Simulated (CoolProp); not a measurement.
Model: reference Helmholtz-energy equation of state, Marx 1992, in CoolProp.

Problem. For R113, give the phase and the cp (kJ/(kg K)) at 500 K and 0.787 bar; 500 K and 3.65 bar.

Solution. 
- 500 K and 0.787 bar: gas; cp 0.808
- 500 K and 3.65 bar: gas; cp 0.816
